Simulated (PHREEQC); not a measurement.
A PHREEQC input (ion-association model, phreeqc.dat):

```
SOLUTION 1
  temp 60
  units mg/L
  pH 12.5
  pe 10.7
  Na 2050
  K 1.7
  Ca 177
  Mg 51.9
  Cl 3540
  S(6) 262 as SO4
  Alkalinity 34 as HCO3
  B 2.58
  Cd 53.2
  Si 5.63 as SiO2
END
USE solution 1
EQUILIBRIUM_PHASES 1
  Gypsum 0 0
  CO2(g) -2 10
END
```

It stops with these messages:

```
WARNING: Maximum iterations exceeded, 100
WARNING: Maximum iterations exceeded, 100
WARNING: The program has failed to converge to a numerical solution.
ERROR:           Alkalinity has not converged. Total: 5.609700e-04	Calculated: 1.463452e-03	Residual: -9.024824e-04
ERROR: Is non-carbonate alkalinity greater than total alkalinity?
ERROR:                    B has not converged. Total: 2.402816e-04	Calculated: 2.245916e-04	Residual: 1.569003e-05
ERROR:                   Ca has not converged. Total: 4.446027e-03	Calculated: 2.513266e-05	Residual: 4.420894e-03
ERROR:                   Cd has not converged. Total: 4.765098e-04	Calculated: 1.420790e-06	Residual: 4.750890e-04
ERROR:                   Cl has not converged. Total: 1.005256e-01	Calculated: 8.627989e-02	Residual: 1.424574e-02
ERROR:                    K has not converged. Total: 4.376999e-05	Calculated: 5.350136e-05	Residual: -9.731368e-06
ERROR:                   Mg has not converged. Total: 2.149182e-03	Calculated: 1.102185e-05	Residual: 2.138160e-03
ERROR:                   Na has not converged. Total: 8.977288e-02	Calculated: 4.608259e-02	Residual: 4.369029e-02
ERROR:                 S(6) has not converged. Total: 2.745789e-03	Calculated: 1.322199e-03	Residual: 1.423589e-03
ERROR:                   Si has not converged. Total: 9.433522e-05	Calculated: 7.425736e-05	Residual: 2.007787e-05
ERROR:               A(H2O) Activity of water has not converged. 	Residual: 4.098829e+00
ERROR: Model failed to converge for initial solution  1.
```

Question: Find the cause and the fix.

Answer: The fault: pH typed as 12.5 with the alkalinity kept. The line should read `pH 7.41` where the input has `pH 12.5`. With the mend the run ends at pH 6.68 and ionic strength 0.112 mol/kgw.
